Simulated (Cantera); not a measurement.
Input: 1 mol NH₃, 4.8 mol H₂O, 0.22 mol O₂, equilibrated at 2223.15 K and 0.00750 bar.

Cantera equilibrium calculation (NASA polynomials, part measured and part estimated; ideal gas, pure solids and liquids). Candidate condensed phases: H₂O; 24 gas species. Equilibrium is a limit: real reactors are often held back by kinetics, nucleation or transport.

Base state: H₂O 0.714, H₂ 0.158, N₂ 0.0709, H 0.0295, OH 0.0192, O₂ 0.00471, O 0.00248, NO 0.000597 (mole fractions); condensed: gas only.

### Question
What changes in the equilibrium state with this change: temperature from 2223.15 K to 3073.15 K?

### Answer
```tsv
species	before	after
H	0.0295	0.590
O	0.00248	0.232
H₂	0.158	0.0675
H₂O	0.714	0.0143
O₂	0.00471	0.0193
N₂	0.0709	0.0301
OH	0.0192	0.0437
N	5.04e-8	4.42e-5
NO	0.000597	0.00308
```

### Question
What changes in the equilibrium state with this change: pressure from 0.00750 bar to 1.80 bar?

### Answer
| species | before | after |
|---|---|---|
| H₂O | 0.714 | 0.768 |
| H₂ | 0.158 | 0.155 |
| N₂ | 0.0709 | 0.0734 |
| H | 0.0295 | 0.00188 |
| OH | 0.0192 | 0.00134 |
| O | 0.00248 | 1.13e-5 |
| O₂ | 0.00471 | 2.35e-5 |
| NO | 0.000597 | 4.29e-5 |
